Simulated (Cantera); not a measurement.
# Equilibrium for abatement and gas-phase synthesis: SO2 + O2 + N2

A closed system holds: 1 mol SO2, 0.24 mol O2, 0.55 mol N2, equilibrated at 1650 K and 1800000 Pa.

Method: chemical equilibrium by Gibbs-energy minimisation in Cantera with the NASA 1993 tables (ideal gas, pure condensed phases). Candidate condensed phases: S; 17 gas species. Kinetics and transport are ignored.

```
Quantity                             Value
-------------------------------  ---------
x(SO2)                               0.548
x(N2)                                0.309
x(O2)                                0.127
x(SO3)                              0.0154
x(NO)                              0.00116
x(NO2)                             1.36e-5
x(O)                               2.17e-6
x(SO)                              1.15e-6
gas amount                       1.776 mol
log10 activity of S(l) (absent)      -8.35
```
